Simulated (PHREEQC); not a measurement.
# Brine: an equilibrium model

A solution holds 2.1 mol NaBr and 0.089 mol MgSO4 per kg of water, at 20 °C. Closed to the air; pH follows from the charge balance.

Model: Pitzer model, pitzer.dat, run in PHREEQC.

```json
{
  "ionic_strength": "2.46 mol/kgw",
  "activity_of_water": "0.922",
  "density": "1.162 g/cm³",
  "osmotic_coefficient": "1.032"
}
```

```tsv
species	molality	activity	log γ
Br-	2.10	1.32	-0.202
Na+	2.10	1.80	-0.067
Mg+2	0.0890	0.0607	-0.166
SO4-2	0.0890	0.00203	-1.642
MgOH+	3.18e-7	1.44e-7	-0.343
H+	2.45e-7	3.87e-7	0.198
HSO4-	1.17e-7	6.51e-8	-0.253
OH-	4.40e-8	1.63e-8	-0.431
```

This is a speciation only: nothing precipitates in the calculation. Complexes and solids missing from the database can't appear.
